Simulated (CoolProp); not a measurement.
Saturation properties of dimethyl carbonate (Tc = 557.0 K, pc = 4.909 MPa, ω = 0.346).

Computed with CoolProp (reference Helmholtz-energy equation of state, Zhou 2011).

```json
[
 {"T (K)": "385.1", "p (MPa)": "0.1940", "enthalpy of vaporisation (kJ/kg)": "360.0", "liquid cp (kJ/(kg K))": "2.016"},
 {"T (K)": "388.6", "p (MPa)": "?", "enthalpy of vaporisation (kJ/kg)": "357.4", "liquid cp (kJ/(kg K))": "?"},
 {"T (K)": "392.1", "p (MPa)": "?", "enthalpy of vaporisation (kJ/kg)": "?", "liquid cp (kJ/(kg K))": "2.036"},
 {"T (K)": "395.5", "p (MPa)": "0.2566", "enthalpy of vaporisation (kJ/kg)": "352.2", "liquid cp (kJ/(kg K))": "2.046"},
 {"T (K)": "399", "p (MPa)": "0.2809", "enthalpy of vaporisation (kJ/kg)": "349.5", "liquid cp (kJ/(kg K))": "2.056"},
 {"T (K)": "402.4", "p (MPa)": "0.3062", "enthalpy of vaporisation (kJ/kg)": "346.8", "liquid cp (kJ/(kg K))": "2.067"},
 {"T (K)": "405.9", "p (MPa)": "0.3339", "enthalpy of vaporisation (kJ/kg)": "344.1", "liquid cp (kJ/(kg K))": "2.077"},
 {"T (K)": "409.3", "p (MPa)": "0.3627", "enthalpy of vaporisation (kJ/kg)": "341.4", "liquid cp (kJ/(kg K))": "2.088"},
 {"T (K)": "412.8", "p (MPa)": "?", "enthalpy of vaporisation (kJ/kg)": "338.5", "liquid cp (kJ/(kg K))": "2.099"},
 {"T (K)": "416.2", "p (MPa)": "0.4270", "enthalpy of vaporisation (kJ/kg)": "?", "liquid cp (kJ/(kg K))": "2.110"},
 {"T (K)": "419.7", "p (MPa)": "0.4628", "enthalpy of vaporisation (kJ/kg)": "332.8", "liquid cp (kJ/(kg K))": "2.122"},
 {"T (K)": "423.1", "p (MPa)": "0.4997", "enthalpy of vaporisation (kJ/kg)": "?", "liquid cp (kJ/(kg K))": "2.133"},
 {"T (K)": "426.6", "p (MPa)": "0.5399", "enthalpy of vaporisation (kJ/kg)": "326.9", "liquid cp (kJ/(kg K))": "2.145"},
 {"T (K)": "430.1", "p (MPa)": "0.5826", "enthalpy of vaporisation (kJ/kg)": "323.8", "liquid cp (kJ/(kg K))": "2.157"}
]
```

Problem. What belongs in the gaps?

Solution. 
- 388.6, p (MPa): 0.2136
- 388.6, liquid cp (kJ/(kg K)): 2.026
- 392.1, p (MPa): 0.2347
- 392.1, enthalpy of vaporisation (kJ/kg): 354.8
- 412.8, p (MPa): 0.3943
- 416.2, enthalpy of vaporisation (kJ/kg): 335.7
- 423.1, enthalpy of vaporisation (kJ/kg): 329.9

It boils at 363.3 K under 1 atm.
